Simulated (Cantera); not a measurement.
Input: 1 mol Si3N4, 0.72 mol C, 0.21 mol H2, at 1998 K and 1 atm.

Cantera equilibrium calculation (NASA polynomials, part measured and part estimated; ideal gas, pure solids and liquids). Candidate condensed phases: C, C6H6, C7H8, C8H18, Si, SiC, Si3N4; 105 gas species. Mutual solubility and eutectic melting of coexisting phases are not modelled. Gases not in the tables: Si2H6 and higher silanes. Rates play no part.

Base state: N2 0.695, H2 0.303, HCN 0.000981, H 0.000878, HNC 5.55e-5, Si 1.56e-5, SiH2 1.19e-5 (mole fractions); condensed: SiC(s) + Si3N4(s).

What changes in the equilibrium state with this change: pressure from 1 atm to 0.00730 bar?


```csv
species,before,after
N2,0.695,0.896
H2,0.303,0.0911
Si,1.56e-5,0.00583
Si3,4.81e-9,1.29e-5
Si2,6.01e-8,6.01e-5
"SiC(s), mol",0.719,0.719
"Si3N4(s), mol",0.760,0
"Si(l), mol",0,2.27
```
The tables' values for SiN are old estimates; treat these amounts as uncertain.
